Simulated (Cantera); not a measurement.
Mixture: CO : H2 : O2 : N2 = 1 : 0.12 : 0.329 : 1.24 (molar parts), equivalence ratio 1.7, at 9.87 atm, adiabatic and at constant volume. Ignition delay is the time to a rise of 400 K.

Computed with Cantera and GRI-Mech 3.0 (53 species, 325 reactions). The hydrogen kinetics of GRI-Mech 3.0 are dated; newer H2 mechanisms differ, most at raised pressure. Where the delays flatten at high temperature, the 400 K rule measures the pace of heat release, not the induction time.

### Question
Predict: delay at 1148 K; delay at 1348 K; delay at 1548 K; delay at 1748 K; delay at 1948 K.

### Answer
| Property | Result |
|---|---|
| delay at 1148 K | 78.5 µs |
| delay at 1348 K | 6.34 µs |
| delay at 1548 K | 2.73 µs |
| delay at 1748 K | 1.81 µs |
| delay at 1948 K | 1.48 µs |
